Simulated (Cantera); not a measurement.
Charge: 1 mol PbO, 66 mol H₂.

These are equilibrium values from Cantera (NASA tables, ideal gas, pure condensed phases), not measurements of a reactor. Candidate condensed phases: H₂O, Pb, PbO, PbO₂, Pb₃O₄; 12 gas species. The numbers say what is thermodynamically allowed, not how fast it happens.

Stable condensed phases, one row left out:

```
T in K \ P in Pa
              10      52     270    1400    7200   37000  190000 1000000
   1175        A       A       A       A       B       B       B       B
   1125        A       A       A       B       B       B       B       B
   1075        A       A       A       B       B       B       B       B
    975        A       A       B       B       B       B       B       B
    925        A       B       B       B       B       B       B       B
    875        B       B       B       B       B       B       B       B
    825        B       B       B       B       B       B       B       B
    775        B       B       B       B       B       B       B       B
    725        B       B       B       B       B       B       B       B
    675        B       B       B       B       B       B       B       B
```

A: gas only; B: Pb.

Problem. Give the row for 1025 K.

Solution. 10: gas only; 52: gas only; 270: Pb; 1400: Pb; 7200: Pb; 37000: Pb; 190000: Pb; 1000000: Pb.
